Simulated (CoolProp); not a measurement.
Model: reference Helmholtz-energy equation of state, Lemmon 2006, in CoolProp. It is a short technical equation, of lower accuracy than the large ones.

**Question.** Give the vapour pressure (MPa), liquid density (kg/m³), vapour viscosity (µPa s) of saturated hydrogen sulfide at 74.65 °C.

**Answer.** 
| T (°C) | p (MPa) | liquid density (kg/m³) | vapour viscosity (µPa s) |
|---|---|---|---|
| 74.65 | 5.76 | 616 | 15.5 |

Viscosity comes from a separate model (Quiñones-Cisneros 2012).
